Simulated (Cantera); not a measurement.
Mixture: CH₄ : O₂ : N₂ = 1 : 2 : 7.52 (molar parts), equivalence ratio 1.0, at 5.40 bar, adiabatic and at constant pressure. Ignition delay is the time to a rise of 400 K.

Cantera simulation using GRI-Mech 3.0 (53 species, 325 reactions); the numbers are that mechanism's predictions, not measurements.

What does this change do: N2 7.52 to 5.7 parts?


```csv
quantity,before,after
delay at 1000 K,0.166 s,0.134 s
delay at 1150 K,17.8 ms,14.1 ms
delay at 1300 K,2.71 ms,2.12 ms
delay at 1450 K,0.522 ms,0.410 ms
apparent activation energy between 1375 and 1525 K,180 kJ/mol,180 kJ/mol
```

What does this change do: 0.023 parts C2H6 added?


| quantity | before | after |
|---|---|---|
| delay at 1000 K | 0.166 s | 71.2 ms |
| delay at 1150 K | 17.8 ms | 9.76 ms |
| delay at 1300 K | 2.71 ms | 1.71 ms |
| delay at 1450 K | 0.522 ms | 0.339 ms |
| apparent activation energy between 1375 and 1525 K | 180 kJ/mol | 180 kJ/mol |
